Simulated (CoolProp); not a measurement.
Properties of water at several states.

The numbers come from the reference Helmholtz-energy equation of state, Wagner 2002 in CoolProp.

```
T (K)  p (kPa)  phase  density (kg/m³)  cp (kJ/(kg K))  speed of sound (m/s)  Joule-Thomson coefficient (K/MPa)  fugacity coefficient
-----  -------  -----  ---------------  --------------  --------------------  ---------------------------------  --------------------
417.5     10.6    gas          0.05506           1.918                 503.8                              38.55                0.9991
845.4    19100    gas                ?           2.824                 669.3                                  ?                0.9009
634.1     3640    gas            13.28           2.412                 594.1                                  ?                     ?
446.8      123    gas           0.6014           1.988                     ?                              29.51                0.9920
```

Q: Fill in the missing entries.

A: 
- 845.4, density (kg/m³): 54.86
- 845.4, Joule-Thomson coefficient (K/MPa): 3.537
- 634.1, Joule-Thomson coefficient (K/MPa): 8.881
- 634.1, fugacity coefficient: 0.9407
- 446.8, speed of sound (m/s): 518.3
